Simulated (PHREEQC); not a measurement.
## Metal-bearing waste water (model solution)

Solution (55 °C): 86 mmol/kgw CdCl2, 0.065 mmol/kgw CaCl2 and 16 mmol/kgw HCl. Closed to the air; pH follows from the charge balance.

Equilibrium calculation in PHREEQC: ion-association model, phreeqc.dat.

Each row changes one thing in this solution. No solid was allowed to form.

| case | pH | ionic strength (mol/kgw) | Cl- (mol/kgw) | Cd+2 (mol/kgw) | CdCl2 (mol/kgw) | CdCl3- (mol/kgw) |
|---|---|---|---|---|---|---|
| as made | 1.89 | 0.118 | 0.101 | 0.0158 | 0.0140 | 0.00136 |
| HCl left out | … | 0.108 | 0.0889 | … | 0.0126 | 0.00107 |
| HCl from 0.016 to 0.0176 mol/kgw | 1.85 | 0.120 | 0.102 | 0.0157 | 0.0142 | … |
| 0.001 mol/kgw BaBr2 added | 1.89 | 0.121 | 0.102 | 0.0157 | 0.0139 | 0.00136 |
| CdCl2 from 0.086 to 0.0774 mol/kgw | 1.89 | 0.111 | 0.0944 | … | 0.0120 | … |
| CaCl2 replaced by BaCl2 at the same molality | 1.89 | 0.118 | 0.101 | 0.0158 | 0.0140 | 0.00136 |
| CaCl2 replaced by CaSO4 at the same molality | 1.89 | 0.118 | 0.101 | 0.0159 | 0.0140 | 0.00135 |

Question: What belongs in the gaps?

Answer: 
- HCl left out, pH: 5.27
- HCl left out, Cd+2 (mol/kgw): 0.0175
- HCl from 0.016 to 0.0176 mol/kgw, CdCl3- (mol/kgw): 0.00139
- CdCl2 from 0.086 to 0.0774 mol/kgw, Cd+2 (mol/kgw): 0.0150
- CdCl2 from 0.086 to 0.0774 mol/kgw, CdCl3- (mol/kgw): 0.00108

Away from 25 °C the constants follow the database's enthalpies or fits; those with neither stay at their 25 °C values.
